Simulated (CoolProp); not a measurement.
Model: reference Helmholtz-energy equation of state, Lemmon 2016, in CoolProp.

Q: For R365MFC, give the phase and the Z, cp (kJ/(kg K)), cv (kJ/(kg K)) at 157.25 °C and 3.93 MPa.

A: 
- 157.25 °C and 3.93 MPa: liquid; Z 0.179, cp 1.79, cv 1.26
